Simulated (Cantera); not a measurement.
Feed: 1 mol Cr, 2.4 mol N2O, 4.5 mol N2, equilibrated at 6300 Pa.

Method: chemical equilibrium by Gibbs-energy minimisation in Cantera with the NASA 1993 tables (ideal gas, pure condensed phases). Candidate condensed phases: Cr, CrN, Cr2N, Cr2O3; 14 gas species. Equilibrium is a limit: real reactors are often held back by kinetics, nucleation or transport. All values below are at 2275 K.

Base state: N2 0.930, O2 0.0541, NO 0.00821, O 0.00397, CrO2 0.00320, CrO 0.000296, CrO3 9.60e-5, Cr 1.03e-5 (mole fractions); condensed: Cr2O3(s).

What changes in the equilibrium state with this change: N2 from 4.5 to 57 mol?


| species | before | after |
|---|---|---|
| N2 | 0.930 | 0.988 |
| O2 | 0.0541 | 0.00527 |
| NO | 0.00821 | 0.00264 |
| CrO2 | 0.00320 | 0.00179 |
| Cr | 1.03e-5 | 5.89e-5 |
| CrO3 | 9.60e-5 | 1.68e-5 |
| Cr2O3(s), mol | 0.487 | 0.428 |

What changes in the equilibrium state with this change: pressure from 6300 Pa to 13300 Pa?


```csv
species,before,after
N2,0.930,0.932
O2,0.0541,0.0550
NO,0.00821,0.00829
CrO2,0.00320,0.00183
O,0.00397,0.00275
Cr,1.03e-5,2.73e-6
CrO,0.000296,0.000115
CrO3,9.60e-5,8.07e-5
"Cr2O3(s), mol",0.487,0.493
```
